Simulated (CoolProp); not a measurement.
Nitrous oxide along the isobar 964 kPa: Z from the reference equation and from simpler models built on Tc = 309.5 K, pc = 7245 kPa, ω = 0.161; each cubic takes its own stable root.

Model: reference Helmholtz-energy equation of state, Lemmon 2006, in CoolProp. It is a short technical equation, of lower accuracy than the large ones.

```csv
T (K),phase,reference
295.6,gas,0.9447
302.3,gas,0.9487
309.1,gas,0.9523
315.8,gas,0.9556
322.5,gas,0.9586
329.2,gas,0.9614
336,gas,0.9639
342.7,gas,0.9663
349.4,gas,0.9684
356.1,gas,0.9704
```

Problem. How far does each simpler model (Pitzer virial, Soave-Redlich-Kwong, Peng-Robinson) lie from the reference over these 10 states: mean and median of the absolute difference, and the worst?

Solution. 
- Pitzer virial: mean 0.1 %, median 0.1 %, worst +0.2 % at 295.6 K and 964 kPa
- Soave-Redlich-Kwong: mean 0.1 %, median 0.1 %, worst +0.1 % at 295.6 K and 964 kPa
- Peng-Robinson: mean 0.4 %, median 0.4 %, worst -0.5 % at 302.3 K and 964 kPa
